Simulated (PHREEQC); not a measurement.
# Spent oxide etchant: an equilibrium model

Dissolve 0.063 mol HF, 0.00032 mol H2SiF6, 0.0011 mol H3BO3 and 0.00055 mol HNO3 per kg of water at 20 °C. Closed to the air; pH follows from the charge balance.

Model: ion-association model, wateq4f.dat, run in PHREEQC.

Precipitation was switched off in this run.

Task: Predict the pH, ionic strength.

Result: pH 2.15; ionic strength 0.00804 mol/kgw.

Task: In which forms is F present?

Result: HF 64 %, H2F2 17 %, F- 7.2 %, BF4- 6.7 %, SiF6-2 3.0 %, HF2- 2.2 % of the F.

wateq4f.dat counts part of the HF as a dimer, H2F2, which phreeqc.dat doesn't know; its constant is uncertain. SiF6-2 is the database's only silicon fluoride. Real BF4- forms and hydrolyses slowly; the run takes it at equilibrium.
